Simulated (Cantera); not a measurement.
Mixture: H2 : O2 : N2 = 1 : 0.263 : 0.989 (molar parts), equivalence ratio 1.9, at 760 Torr, adiabatic and at constant volume. Ignition delay is the time to a rise of 400 K.

Cantera simulation using the H2/O2 subset of GRI-Mech 3.0, which has no nitrogen chemistry; the numbers are that mechanism's predictions, not measurements. Where the delays flatten at high temperature, the 400 K rule measures the pace of heat release, not the induction time.

### Question
What does this change do: constant pressure in place of constant volume?

### Answer
```csv
quantity,before,after
delay at 1223 K,43.1 µs,45.5 µs
delay at 1323 K,27.3 µs,29.6 µs
delay at 1423 K,19.2 µs,21.9 µs
delay at 1523 K,14.9 µs,18.1 µs
```

### Question
What does this change do: H2 1 to 0.44 parts?

### Answer
```csv
quantity,before,after
delay at 1223 K,43.1 µs,39.4 µs
delay at 1323 K,27.3 µs,25.6 µs
delay at 1423 K,19.2 µs,18.7 µs
delay at 1523 K,14.9 µs,15.1 µs
```
